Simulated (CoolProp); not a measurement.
A single-stage vapour-compression cycle with R124: evaporating at 226.15 K (dew point), condensing at 269.15 K (bubble point), superheat 5 K, subcooling 8 K, compressor efficiency 0.9, no pressure losses. Each further row changes one setting.

Computed with CoolProp (reference Helmholtz-energy equation of state, de Vries 1995).

```
case                              cooling COP  pressure ratio  discharge temperature (K)  refrigerating effect (kJ/kg)  volumetric capacity (kJ/m³)
--------------------------------  -----------  --------------  -------------------------  ----------------------------  ---------------------------
as stated                                4.25            7.88                      286.3                           148                          189
evaporating temperature 231.15 K            …            5.91                      284.0                           151                          252
condensing temperature 264.15 K             …            6.45                      280.7                           154                          196
subcooling 13 K                          4.41            7.88                      286.3                           154                          196
superheat 15 K                           4.25            7.88                      297.0                           155                          189
compressor efficiency 0.8                   …            7.88                      292.2                           148                          189
```

Problem. Complete the blanks.

Solution. 
- evaporating temperature 231.15 K, cooling COP: 5.02
- condensing temperature 264.15 K, cooling COP: 4.91
- compressor efficiency 0.8, cooling COP: 3.78
